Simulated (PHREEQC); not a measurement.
A solution holds 0.0011 mol PbCl2 per kg of water, at 25 °C. Closed to the air; pH follows from the charge balance.

Model: ion-association model, wateq4f.dat, run in PHREEQC.

No solid was allowed to form.

Estimate the pH.

pH 5.39.

In which forms is Pb present?

Pb+2 93 %, PbCl+ 6.2 % of the Pb.
